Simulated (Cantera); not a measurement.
Thermodynamics of chlorosilane synthesis and conversion, feed SiCl4 + H2

A closed system holds: 1 mol SiCl4, 4 mol H2, at 18.0 bar.

These are equilibrium values from Cantera (NASA tables, ideal gas, pure condensed phases), not measurements of a reactor. Candidate condensed phases: Si; 19 gas species. The tables' values for SiCl3 are old estimates; treat these amounts as uncertain. Equilibrium is a limit: real reactors are often held back by kinetics, nucleation or transport.

```tsv
T (°C)	x H2	x SiCl4	x HCl	x SiHCl3
277	0.799	0.199	0.00110	0.00110
327	0.798	0.198	0.00208	0.00208
377	0.796	0.196	0.00357	0.00356
427	0.794	0.194	0.00563	0.00561
477	0.792	0.192	0.00831	0.00826
527	0.788	0.188	0.0116	0.0115
577	0.784	0.184	0.0156	0.0154
627	0.780	0.180	0.0202	0.0198
```
x: gas mole fraction; nothing condenses.

From 277 °C to 627 °C nothing is condensed. The main Si-bearing gas is SiCl4 throughout.
